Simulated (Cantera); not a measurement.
Input (Python, Cantera) and output of one run.

```python
import numpy as np
import cantera as ct

gas_names = """
    B BH BH2 BH3 BN BO BO2 B2 B2O B2O2 B2O3 B3O3H3 H HBO HBO2 HNO HNO2 HNO3 HO2 H2 H2O H2O2 H3B3O6 N NH
    NH2 NH3 NH2OH NO NO2 NO3 N2 N2H2 N2H4 N2O O OH O2 O3
""".split()
cond_names = """
    B(b) B(L) BN(s) B2O3(L) B3O3H3(cr) H2O(s) H2O(L)
""".split()


# ... load() reads the species with a 1 bar reference pressure and builds the phases ...
atoms = {
    'BN': {'B': 1, 'N': 1},
    'H2O': {'H': 2, 'O': 1},
    'N2': {'N': 2},
}
top_T = {'BN(s)': 3200}  # K; cautious upper limits of use, not melting points


# ... equilibrate(T, P, feed) seeds the gas with the atoms and calls Mixture.equilibrate('TP', solver="vcs", rtol=1e-11, max_steps=5000) ...
results = []
feed = {'BN': 1, 'H2O': 1.5, 'N2': 2.2}  # mol
T = 1573.15  # K
for P in [1, 10, 100, 1000, 10000, 100000]:
    mix = equilibrate(T, P, feed)
    results.append((T, P, feed, dict(zip(mix.species_names, mix.species_moles))))
    x = sorted(zip(gas.X, gas.species_names), reverse=True)
    print(f"T = {T:g} K  P = {P:g} Pa  gas = {mix.phase_moles(0):.4g} mol")
    print("   x: " + "  ".join(f"{s} {v:.3e}" for v, s in x if v > 1e-05))
    print("   condensed (mol): " + ("  ".join(f"{mix.phase(i).name} {mix.phase_moles(i):.4g}"
          for i in range(1, mix.n_phases) if mix.phase_moles(i) > 1e-12) or "none"))
```

It prints:

```
T = 1573.15 K  P = 1 Pa  gas = 4.735 mol
   x: N2 5.702e-01  H2 2.910e-01  B2O3 7.565e-02  HBO2 2.940e-02  HBO 1.410e-02  BO 7.920e-03  H 6.948e-03  B2O2 4.216e-03  H2O 5.105e-04  BO2 3.114e-05
   condensed (mol): none
T = 1573.15 K  P = 10 Pa  gas = 4.712 mol
   x: N2 5.730e-01  H2 2.951e-01  B2O3 7.795e-02  HBO2 2.771e-02  HBO 1.563e-02  B2O2 5.108e-03  BO 2.757e-03  H 2.212e-03  H2O 4.403e-04
   condensed (mol): none
T = 1573.15 K  P = 100 Pa  gas = 4.704 mol
   x: N2 5.740e-01  H2 2.965e-01  B2O3 7.873e-02  HBO2 2.715e-02  HBO 1.618e-02  B2O2 5.452e-03  BO 9.007e-04  H 7.012e-04  H2O 4.184e-04
   condensed (mol): none
T = 1573.15 K  P = 1000 Pa  gas = 4.273 mol
   x: N2 6.313e-01  H2 3.426e-01  HBO2 9.810e-03  B2O3 9.003e-03  HBO 5.919e-03  B2O2 6.311e-04  H2O 4.777e-04  H 2.384e-04  BO 9.690e-05
   condensed (mol): BN(s) 0.004966  B2O3(L) 0.4225
T = 1573.15 K  P = 10000 Pa  gas = 4.213 mol
   x: N2 6.400e-01  H2 3.520e-01  HBO2 4.626e-03  HBO 1.290e-03  H2O 1.062e-03  B2O3 9.003e-04  H 7.641e-05  B2O2 2.916e-05
   condensed (mol): BN(s) 0.007577  B2O3(L) 0.4798
T = 1573.15 K  P = 100000 Pa  gas = 4.201 mol
   x: N2 6.416e-01  H2 3.535e-01  H2O 2.301e-03  HBO2 2.153e-03  HBO 2.783e-04  B2O3 9.003e-05  H 2.421e-05
   condensed (mol): BN(s) 0.009064  B2O3(L) 0.49
```

Equilibrium computed with Cantera from the NASA thermochemical tables; the gas is ideal and each condensed phase is pure. Mutual solubility and eutectic melting of coexisting phases are not modelled. Gases not in the tables: H3BO3.
